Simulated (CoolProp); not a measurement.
Values from CoolProp's reference Helmholtz-energy equation of state, Penoncello 2003.

Problem. For CHF3 (R23), give the phase and the Joule-Thomson coefficient (K/MPa), isothermal compressibility (1/MPa) at 165.4 K and 48 bar.

Solution. 
- 165.4 K and 48 bar: liquid; Joule-Thomson coefficient -0.339, isothermal compressibility 0.00111
